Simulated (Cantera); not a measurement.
Equilibrium for silicon carbide growth: SiCl4 + C3H8 + H2

A closed system holds: 1 mol SiCl4, 0.051 mol C3H8, a varied amount of H2, at 1923 K and 13.3 mbar.

Method: chemical equilibrium by Gibbs-energy minimisation in Cantera with the NASA 1993 tables (ideal gas, pure condensed phases). Candidate condensed phases: C, C6H6, C7H8, C8H18, Si, SiC; 109 gas species. Mutual solubility and eutectic melting of coexisting phases are not modelled. The tables' values for SiCl, SiCl3 are old estimates; treat these amounts as uncertain. Gases not in the tables: Si2H6 and higher silanes. The numbers say what is thermodynamically allowed, not how fast it happens.

From 25 mol H2 to 370 mol H2 the condensed part is Si(l) + SiC(s). At 540 mol H2 the condensed part is SiC(s). The main Si-bearing gas is SiCl2 at 25 mol H2 and Si at 540 mol H2. The share of Si in condensed phases is highest at 120 mol H2 (52.7 %) and lowest at 540 mol H2 (13.9 %).

| n(H2) (mol) | x H2 | x HCl | x SiCl2 | x H | x Si | x SiCl | x Cl | x SiH | n Si(l) | n SiC(s) |
|---|---|---|---|---|---|---|---|---|---|---|
| 25 | 0.871 | 0.0927 | 0.0260 | 0.00761 | 0.00127 | 0.000638 | 0.000610 | 0.000112 | 0.0758 | 0.152 |
| 36 | 0.902 | 0.0724 | 0.0153 | 0.00775 | 0.00127 | 0.000490 | 0.000468 | 0.000114 | 0.181 | 0.152 |
| 53 | 0.927 | 0.0545 | 0.00841 | 0.00786 | 0.00127 | 0.000363 | 0.000347 | 0.000116 | 0.276 | 0.152 |
| 78 | 0.945 | 0.0401 | 0.00447 | 0.00793 | 0.00127 | 0.000265 | 0.000253 | 0.000117 | 0.343 | 0.151 |
| 120 | 0.960 | 0.0279 | 0.00213 | 0.00799 | 0.00127 | 0.000183 | 0.000175 | 0.000118 | 0.377 | 0.150 |
| 170 | 0.969 | 0.0205 | 0.00115 | 0.00803 | 0.00127 | 0.000134 | 0.000128 | 0.000118 | 0.364 | 0.148 |
| 250 | 0.975 | 0.0145 | 0.000564 | 0.00806 | 0.00127 | 9.40e-5 | 8.99e-5 | 0.000119 | 0.298 | 0.146 |
| 370 | 0.980 | 0.0100 | 0.000269 | 0.00808 | 0.00127 | 6.50e-5 | 6.21e-5 | 0.000119 | 0.157 | 0.143 |
| 540 | 0.983 | 0.00701 | 0.000121 | 0.00809 | 0.00117 | 4.19e-5 | 4.34e-5 | 0.000110 | 0 | 0.139 |
x: gas mole fraction; n: condensed amount in mol.
